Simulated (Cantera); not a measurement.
What does this Cantera script print?

```python
import numpy as np
import cantera as ct

gas = ct.Solution("gri30.yaml")
gas.TPX = 800, 26000, {'CO': 1, 'H2': 0.71, 'CH4': 1, 'O2': 4.84, 'N2': 58.1, 'H2O': 9.1}
inlet = ct.Reservoir(gas, clone=True)
gas.equilibrate("HP")  # start burning
reactor = ct.IdealGasConstPressureReactor(gas, energy="on", clone=False)
exhaust = ct.Reservoir(gas, clone=True)
tau = [0.094, 0.039, 0.016, 0.0066, 0.0027, 0.0011, 0.00047, 0.00019, 7.9e-05, 3.3e-05][0]
for a, b in ((inlet, reactor), (reactor, exhaust)):
    ct.MassFlowController(a, b, mdot=lambda t: reactor.mass / tau)
net = ct.ReactorNet([reactor])
show = ['CO', 'H2', 'CH4', 'C2H4', 'H', 'CH3', 'O']

rows = []
print(f"{'tau/s':>10s}{'T/K':>9s}" + "".join(f"{s:>11s}" for s in show))
for tau in [0.094, 0.039, 0.016, 0.0066, 0.0027, 0.0011, 0.00047, 0.00019, 7.9e-05, 3.3e-05]:
    net.initial_time = 0.0
    net.advance(30 * tau)
    before = gas.X
    net.advance(40 * tau)
    drift = np.max(np.abs(gas.X - before) / (gas.X + 1e-9))
    rows.append([gas.T, *gas[show].X, drift])
    print(f"{tau:10.3e}{gas.T:9.1f}" + "".join(f"{x:11.3e}" for x in gas[show].X))
```

It prints:

```
     tau/s      T/K         CO         H2        CH4       C2H4          H        CH3          O
 9.400e-02   1271.8  8.910e-04  4.819e-04  3.976e-05  1.162e-08  1.078e-04  2.998e-06  1.264e-04
 3.900e-02   1260.4  1.664e-03  8.194e-04  7.316e-05  1.926e-08  2.318e-04  4.829e-06  2.088e-04
 1.600e-02   1239.4  3.227e-03  1.355e-03  1.462e-04  4.112e-08  4.572e-04  8.211e-06  3.200e-04
 6.600e-03   1197.3  6.779e-03  2.208e-03  3.687e-04  1.487e-07  7.149e-04  1.637e-05  3.943e-04
 2.700e-03    800.0  1.338e-02  9.498e-03  1.338e-02 -2.088e-18  5.708e-14  2.686e-12  1.065e-13
 1.100e-03    800.0  1.338e-02  9.498e-03  1.338e-02  8.757e-23  4.342e-14  1.117e-12  9.690e-14
 4.700e-04    800.0  1.338e-02  9.498e-03  1.338e-02  5.144e-24  3.260e-14  4.296e-13  8.272e-14
 1.900e-04    800.0  1.338e-02  9.498e-03  1.338e-02  1.723e-25  2.075e-14  1.327e-13  6.082e-14
 7.900e-05    800.0  1.338e-02  9.498e-03  1.338e-02  4.029e-27  1.061e-14  3.621e-14  3.765e-14
 3.300e-05    800.0  1.338e-02  9.498e-03  1.338e-02  6.574e-29  4.453e-15  9.176e-15  1.979e-14
```

Detailed kinetics in Cantera: GRI-Mech 3.0 (53 species, 325 reactions).
